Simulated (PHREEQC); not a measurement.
0.15 g of hydrous ferric oxide (600 m²/g; 0.2 weak and 0.005 strong sites per Fe, Dzombak-Morel constants, diffuse double layer) in 1 kg of water with 0.1 mol/kgw of an inert sodium salt and 0.0011 mmol/kgw MnCl2, 0.5 mmol/kgw H3BO3 and 0.6 mmol/kgw CuCl2, at 25 °C; the pH is set by adding NaOH or the inert anion's acid. No oxygen is let in. No CO2 enters from the air. Precipitation was switched off in this run.

Base run: PHREEQC, ion-association model, wateq4f.dat. Each further column changes one thing. The table gives Cu sorbed (%).

```tsv
pH	base	no electrostatic term (-no_edl)	background salt from 0.1 to 0.01 mol/kgw	oxide from 0.15 to 0.75 g/kgw
4	0.9	0.9	0.9	4.2
5	12.0	17.4	10.6	43.9
6.5	45.8	57.2	36.0	99.0
7.5	42.7	57.5	33.8	99.7
8.5	33.7	57.1	29.7	99.4
9.5	28.7	46.7	27.8	98.6
11	23.3	1.4	25.7	91.5
12	15.0	0.0	20.8	63.1
```

In at least one series the solution becomes supersaturated in solids that the run did not let form, among them Cu(OH)2, Atacamite. The database's constant for dissolved Cu(OH)2 is higher than later reviews accept.
